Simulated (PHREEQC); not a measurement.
Make-up at 25 °C: 0.0035 mol HNO3, 0.0014 mol CaCl2 and 0.00045 mol CuCl2 per kg of water. Closed to the air; pH follows from the charge balance.

The numbers come from PHREEQC with the ion-association model, phreeqc.dat.

Task: The ionic strength comes out as 0.00904 mol/kgw. What activity coefficients do Cu+2, H+, Cl-, CuCl+, NO3- get?

Result: Cu+2 0.69, H+ 0.92, Cl- 0.91, CuCl+ 0.91, NO3- 0.90.

No solid was allowed to form. Complexes and solids missing from the database can't appear.
